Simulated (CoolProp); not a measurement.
Aqueous ethanol as a coolant, 6 % by mass, freezing at -2.5 °C, 1 atm.

Computed with CoolProp (Melinder's fits for secondary coolants).

| T (°C) | viscosity (mPa s) | cp (kJ/(kg K)) | density (kg/m³) | conductivity (W/(m K)) |
|---|---|---|---|---|
| 0.8 | 2.53 | 4.348 | 989.7 | 0.527 |
| 5.1 | 2.11 | 4.327 | 989.7 | 0.534 |
| 9.3 | 1.81 | 4.305 | 989.3 | ? |
| 13.6 | 1.56 | 4.284 | ? | ? |
| 17.9 | 1.37 | 4.264 | 988.0 | 0.552 |
| 22.1 | 1.22 | ? | 987.0 | 0.558 |
| 26.4 | 1.09 | 4.235 | 985.9 | 0.564 |
| 30.7 | 0.982 | 4.227 | 984.6 | 0.570 |
| 34.9 | 0.888 | 4.225 | 983.1 | 0.576 |
| 39.2 | 0.802 | ? | 981.6 | 0.581 |

Q: Complete the blanks.

A: 
- 9.3, conductivity (W/(m K)): 0.540
- 13.6, density (kg/m³): 988.8
- 13.6, conductivity (W/(m K)): 0.546
- 22.1, cp (kJ/(kg K)): 4.248
- 39.2, cp (kJ/(kg K)): 4.231
